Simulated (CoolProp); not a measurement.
The fluid at 293.15 K and 5.85 MPa flows at 1.3 m/s in a round tube of 100 mm bore and 0.25 µm roughness, fully developed (64/Re and Nu = 3.66 if laminar; Colebrook and Gnielinski if turbulent). The same conditions are run with several fluids, on thermodynamics alone (safety and materials aside).

Computed with CoolProp (reference Helmholtz-energy equation of state of each fluid (CH2F2 (R32): Tillner-Roth 1997; m-xylene: Zhou 2012; R124: de Vries 1995; R141b: Lemmon 2006; methanol: de Reuck 1993)).

```csv
fluid,Reynolds number,Darcy friction factor,pressure drop (Pa/m),heat-transfer coefficient (W/(m² K)),mass flow (kg/h)
CH2F2 (R32),1020000,?,99.0,2890,?
m-xylene,175000,0.0161,?,1390,31900
R124,?,?,150,1730,51400
R141b,?,0.0140,?,1520,46100
methanol,171000,0.0161,109,2000,29300
```

**Question.** Fill in the missing entries.

**Answer.** 
- CH2F2 (R32), Darcy friction factor: 0.0117
- CH2F2 (R32), mass flow (kg/h): 36900
- m-xylene, pressure drop (Pa/m): 118
- R124, Reynolds number: 623000
- R124, Darcy friction factor: 0.0127
- R141b, Reynolds number: 355000
- R141b, pressure drop (Pa/m): 149

Transport values come from each fluid's own correlations; those of CH2F2 (R32), R124, R141b are estimates that may be off by 10 % or more.
